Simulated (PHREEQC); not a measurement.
Dissolve 0.19 mmol/kgw NaF and 0.2 mmol/kgw NaCl at 20 °C. Closed to the air; pH follows from the charge balance.

Equilibrium calculation in PHREEQC: ion-association model, phreeqc.dat.

Precipitation was switched off in this run.

### Question
What pH does the model give?

### Answer
pH 7.13.
